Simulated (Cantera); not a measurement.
A Cantera script and its output.

```python
import numpy as np
import cantera as ct

gas = ct.Solution("gri30.yaml", transport_model="multicomponent")
show = ['C2H2', 'CH4', 'O']

rows = []
print(f"{'T/K':>7s}{'rho':>11s}{'cp':>10s}{'mu':>11s}{'lambda':>11s}{'Pr':>7s}" + "".join(f"{'D_' + s:>11s}" for s in show))
for T in [400, 600, 800, 1000, 1200, 1400]:
    gas.TPX = T, 38000, {'CH3OH': 0.31, 'C2H4': 0.078}
    Pr = gas.cp_mass * gas.viscosity / gas.thermal_conductivity
    D = [gas.mix_diff_coeffs_mole[gas.species_index(s)] for s in show]
    rows.append([gas.density, gas.cp_mass, gas.viscosity, gas.thermal_conductivity, Pr, *D])
    print(f"{T:7g}{gas.density:11.4e}{gas.cp_mass:10.1f}{gas.viscosity:11.4e}"
          f"{gas.thermal_conductivity:11.4e}{Pr:7.3f}" + "".join(f"{d:11.4e}" for d in D))
print("SI units: kg/m3, J/kg/K, Pa s, W/m/K, m2/s")
```

Result:

```
    T/K        rho        cp         mu     lambda     Pr     D_C2H2      D_CH4        D_O
    400 3.5695e-01    1653.3 1.3151e-05 2.9151e-02  0.746 5.4919e-05 7.5646e-05 1.1186e-04
    600 2.3797e-01    2178.6 1.9582e-05 5.7123e-02  0.747 1.1814e-04 1.5996e-04 2.3130e-04
    800 1.7847e-01    2581.0 2.5442e-05 8.7731e-02  0.749 1.9931e-04 2.6708e-04 3.8149e-04
   1000 1.4278e-01    2898.5 3.0758e-05 1.1896e-01  0.749 2.9605e-04 3.9416e-04 5.5889e-04
   1200 1.1898e-01    3138.4 3.5615e-05 1.4912e-01  0.750 4.0679e-04 5.3929e-04 7.6115e-04
   1400 1.0199e-01    3326.6 4.0097e-05 1.7803e-01  0.749 5.3043e-04 7.0117e-04 9.8659e-04
SI units: kg/m3, J/kg/K, Pa s, W/m/K, m2/s
```

Detailed kinetics in Cantera: GRI-Mech 3.0 (53 species, 325 reactions). Polar gases are described roughly by these parameters. The composition is frozen, though it would react at the higher temperatures.
